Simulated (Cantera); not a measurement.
Standard-state values (1 bar) from the NASA 1993 polynomials, evaluated with Cantera. Values are per mole of reaction as written; species without (g) are pure solids or liquids, kept so even where they would boil at 1 bar.

a) 2 K + Cl2(g) = 2 KCl(g)
b) 0.6667 Ti + Cl2(g) = 0.6667 TiCl3
c) 0.6667 Ti + Cl2(g) = 0.6667 TiCl3(g)
d) Mg + Cl2(g) = MgCl2(g)

Problem. Order these by ΔG° at 673 K, most negative first.

Solution. a (-505 kJ), d (-406 kJ), b (-382 kJ), c (-338 kJ)
